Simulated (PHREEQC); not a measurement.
Make-up at 25 °C and 10 atm: 0.00013 mol ZnSO4, 9.8e-05 mol Na2SO4 and 2.9e-05 mol MnSO4 per kg of water. Closed to the air; pH follows from the charge balance.

All values are PHREEQC results (ion-association model, phreeqc.dat), not measurements.

Precipitation was switched off in this run.

### Question
What pH does the model give?

### Answer
pH 6.44.

### Question
In which forms is Zn present?

### Answer
Zn+2 95 %, ZnSO4 4.2 % of the Zn.

Complexes and solids missing from the database can't appear.
